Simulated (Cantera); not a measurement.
Input: 1 mol MgSO4, 0.034 mol CO2, 0.074 mol H2, at 25.5 Torr.

Cantera equilibrium calculation (NASA polynomials, part measured and part estimated; ideal gas, pure solids and liquids). Candidate condensed phases: C, C6H6, C7H8, C8H18, H2O, H2SO4, Mg, MgCO3, MgO, Mg(OH)2, MgS, MgSO4, S; 130 gas species. Rates play no part. All values below are at 1648 K.

Base state: SO2 0.636, O2 0.294, H2O 0.0469, CO2 0.0216, SO3 0.00120, OH 0.000439, O 7.45e-5, SO 1.96e-5 (mole fractions); condensed: MgO(s).

Question: What changes in the equilibrium state with this change: H2 from 0.074 to 0.27 mol?

Answer: 
```
species        before     after
-----------  --------  --------
SO2             0.636     0.598
O2              0.294     0.218
H2O            0.0469     0.161
CO2            0.0216    0.0204
H2            5.38e-6   2.15e-5
OH           0.000439  0.000755
SO3           0.00120  0.000970
MgO(s), mol      1.00      1.00
```
